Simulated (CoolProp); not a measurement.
Propyne at several states: fugacity coefficient from the reference equation and from simpler models built on Tc = 402.7 K, pc = 56.58 bar, ω = 0.204; each cubic takes its own stable root.

Computed with CoolProp (reference Helmholtz-energy equation of state, Polt 1992). This equation is an older, rougher fit; its heat capacities, sound speeds and derivatives of the liquid may be far off and weren't checked against measurements.

```tsv
T (K)	p (bar)	phase	reference
384.1	4.17	gas	0.9703
392.6	101	liquid	0.3764
311.3	46.3	liquid	0.1758
311	0.477	gas	0.9932
292.6	1.03	gas	0.9820
```

Question: How far does each simpler model (van der Waals, Redlich-Kwong, Soave-Redlich-Kwong) lie from the reference over these 5 states: mean and median of the absolute difference, and the worst?

Answer: 
- van der Waals: mean 25.7 %, median 0.7 %, worst +109.6 % at 311.3 K and 46.3 bar
- Redlich-Kwong: mean 6.9 %, median 0.3 %, worst +28.3 % at 311.3 K and 46.3 bar
- Soave-Redlich-Kwong: mean 1.7 %, median 0.2 %, worst +4.2 % at 392.6 K and 101 bar
